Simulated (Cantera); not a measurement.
Predominance diagram of Ca at 1025 K against the partial pressures of O2 and Br2 (log10, bar). Source: NASA polynomial tables (part measured, part estimated), evaluated in Cantera. Candidates: Ca(s), CaBr2(l), CaO(s). Only these pure phases compete in this equilibrium. Not in the tables: oxide halides.

```
log p(Br2) \ log p(O2)
        columns: -13, -12.4, -11.7, -11, -10.4, -9.8, -9.1, -8.4, -7.8, -7.2, -6.5, -5.8, -5.2, -4.5, -3.9, -3.2, -2.6, -1.9, -1.3, -0.7, 0
      0  A A A A A A A A A A A A A A A A A A A A A
   -1.8  A A A A A A A A A A A A A A A A A A A A B
   -3.7  A A A A A A A A A A A A A A B B B B B B B
   -5.5  A A A A A A A A A B B B B B B B B B B B B
   -7.3  A A A B B B B B B B B B B B B B B B B B B
   -9.2  B B B B B B B B B B B B B B B B B B B B B
    -11  B B B B B B B B B B B B B B B B B B B B B
  -12.8  B B B B B B B B B B B B B B B B B B B B B
  -14.7  B B B B B B B B B B B B B B B B B B B B B
  -16.5  B B B B B B B B B B B B B B B B B B B B B
  -18.3  B B B B B B B B B B B B B B B B B B B B B
  -20.2  B B B B B B B B B B B B B B B B B B B B B
    -22  B B B B B B B B B B B B B B B B B B B B B
```

A: CaBr2(l); B: CaO(s).
